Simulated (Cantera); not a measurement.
A Cantera script and its output.

```python
import numpy as np
import cantera as ct

gas = ct.Solution("gri30.yaml")
gas.TPX = 1148, 120000, {'CH4': 1, 'H2': 0.099, 'O2': 1.08, 'N2': 4.06}
reactor = ct.IdealGasConstPressureReactor(gas, energy="on", clone=False)
net = ct.ReactorNet([reactor])
net.rtol, net.atol = 1e-08, 1e-16
show = ['CH4', 'H2', 'O2', 'H2O', 'C2H6', 'C2H4', 'H2O2']
times = np.geomspace(1e-06, 6, 13)

steps = ct.SolutionArray(gas, extra=["t"])
rows = []
print(f"{'t/s':>10s}{'T/K':>9s}{'P/Pa':>11s}" + "".join(f"{s:>11s}" for s in show))
for t in times:
    while net.time < t:
        t_next = net.step()
        steps.append(gas.state, t=t_next)
    rows.append([np.interp(t, steps.t, y) for y in (steps.T, steps.P, *steps(*show).X.T)])
    print(f"{t:10.3e}{rows[-1][0]:9.1f}{rows[-1][1]:11.4g}" + "".join(f"{x:11.3e}" for x in rows[-1][2:]))
rate = np.gradient(steps.T, steps.t)
print("integrator steps:", len(steps.t))
if steps.T.max() > steps.T[0] + 200:
    print(f"time of steepest temperature rise: {steps.t[rate.argmax()]:.4e} s")
gas.TPX = 1148, 120000, {'CH4': 1, 'H2': 0.099, 'O2': 1.08, 'N2': 4.06}
gas.equilibrate("HP")
print(f"equilibrium (HP): T = {gas.T:.1f} K  " + "  ".join(f"{s} {gas[s].X[0]:.3e}" for s in show))
```

Output:

```
       t/s      T/K       P/Pa        CH4         H2         O2        H2O       C2H6       C2H4       H2O2
 1.000e-06   1148.0    1.2e+05  1.603e-01  1.587e-02  1.731e-01  8.065e-12  9.443e-18  1.681e-20  2.625e-13
 3.672e-06   1148.0    1.2e+05  1.603e-01  1.587e-02  1.731e-01  9.584e-11  5.385e-16  2.901e-18  3.542e-12
 1.348e-05   1148.0    1.2e+05  1.603e-01  1.587e-02  1.731e-01  6.043e-10  2.968e-14  3.542e-16  4.744e-11
 4.949e-05   1148.0    1.2e+05  1.603e-01  1.587e-02  1.731e-01  4.415e-09  1.651e-12  2.794e-14  6.199e-10
 1.817e-04   1148.0    1.2e+05  1.603e-01  1.587e-02  1.731e-01  5.148e-08  1.117e-10  2.100e-12  7.391e-09
 6.672e-04   1148.0    1.2e+05  1.603e-01  1.587e-02  1.731e-01  1.183e-06  2.016e-08  3.912e-10  7.136e-08
 2.449e-03   1148.3    1.2e+05  1.602e-01  1.585e-02  1.731e-01  7.247e-05  1.737e-05  3.962e-07  4.888e-07
 8.993e-03   1151.8    1.2e+05  1.596e-01  1.572e-02  1.726e-01  6.884e-04  2.077e-04  1.100e-05  1.135e-06
 3.302e-02   1209.9    1.2e+05  1.494e-01  1.704e-02  1.646e-01  1.073e-02  1.781e-03  6.499e-04  1.505e-05
 1.212e-01   2301.7    1.2e+05  3.151e-11  1.496e-01  3.293e-06  1.410e-01  1.732e-22  6.343e-18  1.245e-09
 4.451e-01   2301.7    1.2e+05  3.143e-11  1.496e-01  3.295e-06  1.410e-01  1.724e-22  6.325e-18  1.246e-09
 1.634e+00   2301.7    1.2e+05  3.143e-11  1.496e-01  3.295e-06  1.410e-01  1.724e-22  6.325e-18  1.246e-09
 6.000e+00   2301.7    1.2e+05  3.143e-11  1.496e-01  3.295e-06  1.410e-01  1.724e-22  6.325e-18  1.246e-09
integrator steps: 2346
time of steepest temperature rise: 3.7868e-02 s
equilibrium (HP): T = 2301.7 K  CH4 3.562e-11  H2 1.496e-01  O2 3.295e-06  H2O 1.410e-01  C2H6 2.140e-22  C2H4 7.085e-18  H2O2 1.246e-09
```

Model: GRI-Mech 3.0 (53 species, 325 reactions), integrated in Cantera.
